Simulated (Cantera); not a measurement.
## Thermodynamics of boron, boron nitride and boron oxide, feed BF₃ + O₂ + H₂

Charge: 1 mol BF₃, 2.6 mol O₂, 0.98 mol H₂, equilibrated at 1873 K.

These are equilibrium values from Cantera (NASA tables, ideal gas, pure condensed phases), not measurements of a reactor. Candidate condensed phases: B, B₂O₃, B₃O₃H₃, H₂O; 43 gas species. Kinetics and transport are ignored.

| P (Pa) | x O₂ | x HF | x BOF | x BF₃ | x H₂O | x O |
|---|---|---|---|---|---|---|
| 10 | 0.404 | 0.382 | 0.192 | 0.00297 | 0.000207 | 0.0150 |
| 37 | 0.410 | 0.383 | 0.192 | 0.00428 | 0.000534 | 0.00787 |
| 140 | 0.414 | 0.382 | 0.191 | 0.00587 | 0.00146 | 0.00406 |
| 520 | 0.416 | 0.379 | 0.188 | 0.00863 | 0.00358 | 0.00211 |
| 1900 | 0.419 | 0.372 | 0.183 | 0.0137 | 0.00774 | 0.00111 |
| 7200 | 0.423 | 0.359 | 0.174 | 0.0229 | 0.0155 | 0.000573 |
| 27000 | 0.430 | 0.337 | 0.160 | 0.0380 | 0.0283 | 0.000298 |
| 100000 | 0.439 | 0.305 | 0.138 | 0.0600 | 0.0471 | 0.000157 |
x: gas mole fraction; nothing condenses.

From 0.000100 bar to 1.00 bar nothing is condensed. The main B-bearing gas is BOF throughout.
